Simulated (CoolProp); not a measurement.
Vapour-liquid equilibrium of ethane (1) + propane (2) at 0.0108 MPa; x and y are mole fractions of (1).

Model: multi-fluid Helmholtz-energy mixture model, Bücker 2006 and Lemmon 2009; pair parameters Kunz 2012, in CoolProp.

```
x      bubble temperature, mixture model (°C)  bubble temperature, Raoult's law (°C)  y, mixture model  y, Raoult's law
-----  --------------------------------------  -------------------------------------  ----------------  ---------------
0.05                                    -89.7                                  -90.0             0.420            0.434
0.125                                   -96.9                                  -97.4             0.693            0.709
0.2                                    -101.8                                 -102.5             0.814            0.827
0.275                                  -105.5                                 -106.2             0.879            0.888
0.35                                   -108.4                                 -109.2             0.917            0.924
0.425                                  -110.9                                 -111.6             0.942            0.947
0.5                                    -113.0                                 -113.5             0.960            0.962
0.575                                  -114.8                                 -115.2             0.972            0.973
0.65                                   -116.4                                 -116.7             0.981            0.981
0.725                                  -117.8                                 -118.0             0.987            0.987
0.8                                    -119.1                                 -119.2             0.992            0.992
0.875                                  -120.2                                 -120.3             0.996            0.995
0.95                                   -121.2                                 -121.2             0.999            0.998
```

The largest gap from Raoult's law is +0.8 K in bubble temperature, at x = 0.35. No azeotrope shows between x = 0.05 and 0.95.

The pair parameters rest on a limited set of measurements; away from them the model extrapolates.
